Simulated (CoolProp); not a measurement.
Properties of CH3F (R41) at several states.

Model: reference Helmholtz-energy equation of state, Lemmon 2006, in CoolProp. It is a short technical equation, of lower accuracy than the large ones.

```csv
T (°C),p (MPa),phase,Z,cv (kJ/(kg K)),speed of sound (m/s),Joule-Thomson coefficient (K/MPa),expansivity (1/kK),fugacity coefficient
-113.85,4.46,liquid,0.1199,1.379,1297,-0.3515,1.941,0.002178
13.55,0.0335,gas,0.9969,0.8416,300.2,20.33,3.525,0.9969
44.05,23.2,liquid,0.4604,1.200,658.7,0.1755,3.991,0.2345
-64.85,0.0424,gas,0.9871,0.7911,257.2,61.81,5.065,0.9872
101.45,0.0261,gas,0.9990,1.000,337.3,9.482,2.679,0.9990
```
